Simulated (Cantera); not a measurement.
An adiabatic, constant-volume homogeneous reactor starts with CH₄ : C₂H₆ : C₃H₈ : O₂ : N₂ : CO₂ = 1 : 0.065 : 0.28 : 9.8 : 36.9 : 2.2 (molar parts), at 1375 K and 2.90 bar.

Model: GRI-Mech 3.0 (53 species, 325 reactions), integrated in Cantera.

Predict: time of steepest temperature rise; temperature at 1.00 s; equilibrium temperature; x(NO) at 1.00 s; x(H) at 1.00 s; x(HO₂) at 1.00 s.


```json
{
 "time_of_steepest_temperature_rise": "0.214 ms",
 "temperature at 1.00 s": "2271 K",
 "equilibrium_temperature": "2271 K",
 "x(NO) at 1.00 s": "0.0106 (gas-phase equilibrium 0.0106)",
 "x(H) at 1.00 s": "4.68e-5 (gas-phase equilibrium 4.68e-5)",
 "x(HO₂) at 1.00 s": "5.64e-6 (gas-phase equilibrium 5.64e-6)"
}
```
